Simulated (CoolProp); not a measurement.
The numbers come from the reference Helmholtz-energy equation of state, Span 2000 in CoolProp.

Problem. Give the vapour pressure (MPa), vapour density (kg/m³), enthalpy of vaporisation (kJ/kg), liquid cp (kJ/(kg K)) of saturated nitrogen at -187.95, -171.85 °C.

Solution. 
```tsv
T (°C)	p (MPa)	vapour density (kg/m³)	enthalpy of vaporisation (kJ/kg)	liquid cp (kJ/(kg K))
-187.95	0.233	10.0	188	2.09
-171.85	0.851	35.0	158	2.35
```
